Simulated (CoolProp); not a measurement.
Vapour-liquid equilibrium of carbon dioxide (1) + R125 (2) at 238.2 K; x and y are mole fractions of (1).

Values from CoolProp's multi-fluid Helmholtz-energy mixture model, Span 1996 and Lemmon 2005; pair parameters Bell 2016.

```
x     bubble pressure (kPa)  y at the bubble point  dew pressure at overall composition x (kPa)  liquid density (mol/L)
----  ---------------------  ---------------------  -------------------------------------------  ----------------------
0.05                  251.0                  0.283                                        194.3                   12.54
0.2                   441.2                  0.635                                        227.6                   13.63
0.35                  610.7                  0.769                                        273.9                   14.91
0.5                   758.3                  0.843                                        342.9                   16.43
0.65                  891.6                  0.895                                        456.0                   18.29
0.8                    1021                  0.939                                        665.9                   20.64
0.95                   1157                  0.984                                         1053                   23.68
```

No azeotrope shows between x = 0.05 and 0.95.

Pair parameters are fitted to limited data, so mixtures are less certain than the pure fluids.
